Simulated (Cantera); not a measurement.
A perfectly stirred reactor is fed with H2 : O2 = 0.023 : 1 (molar parts), equivalence ratio 0.011, at 0.0267 bar; it is held at 1425 K, and followed from long to short residence time.

Computed with Cantera and the H2/O2 subset of GRI-Mech 3.0, which has no nitrogen chemistry. Radical loss at walls, strong at low pressure, is not modelled.

Q: What does this change do: H2 0.023 to 0.0037 parts?

A: 
```csv
quantity,before,after
x(H2) at τ = 13.0 s,7.95e-6,1.79e-6
x(O2) at τ = 13.0 s,0.977,0.996
x(OH) at τ = 13.0 s,0.000485,0.000155
x(O) at τ = 13.0 s,0.000430,0.000273
x(HO2) at τ = 13.0 s,1.74e-7,6.20e-8
x(H2) at τ = 0.210 s,9.35e-5,2.04e-5
x(O2) at τ = 0.210 s,0.971,0.994
x(OH) at τ = 0.210 s,0.00172,0.000444
x(O) at τ = 0.210 s,0.00552,0.00217
x(HO2) at τ = 0.210 s,9.22e-7,2.25e-7
```

Q: What does this change do: H2 0.023 to 0.015 parts?

A: 
```
quantity                 before     after
---------------------  --------  --------
x(H2) at τ = 13.0 s     7.95e-6   5.43e-6
x(O2) at τ = 13.0 s       0.977     0.985
x(OH) at τ = 13.0 s    0.000485  0.000377
x(O) at τ = 13.0 s     0.000430  0.000398
x(HO2) at τ = 13.0 s    1.74e-7   1.36e-7
x(H2) at τ = 0.210 s    9.35e-5   6.06e-5
x(O2) at τ = 0.210 s      0.971     0.980
x(OH) at τ = 0.210 s    0.00172   0.00129
x(O) at τ = 0.210 s     0.00552   0.00472
x(HO2) at τ = 0.210 s   9.22e-7   6.69e-7
```

Q: What does this change do: H2 0.023 to 0.009 parts?

A: 
| quantity | before | after |
|---|---|---|
| x(H2) at τ = 13.0 s | 7.95e-6 | 3.52e-6 |
| x(O2) at τ = 13.0 s | 0.977 | 0.991 |
| x(OH) at τ = 13.0 s | 0.000485 | 0.000276 |
| x(O) at τ = 13.0 s | 0.000430 | 0.000354 |
| x(HO2) at τ = 13.0 s | 1.74e-7 | 1.02e-7 |
| x(H2) at τ = 0.210 s | 9.35e-5 | 3.78e-5 |
| x(O2) at τ = 0.210 s | 0.971 | 0.987 |
| x(OH) at τ = 0.210 s | 0.00172 | 0.000892 |
| x(O) at τ = 0.210 s | 0.00552 | 0.00372 |
| x(HO2) at τ = 0.210 s | 9.22e-7 | 4.54e-7 |
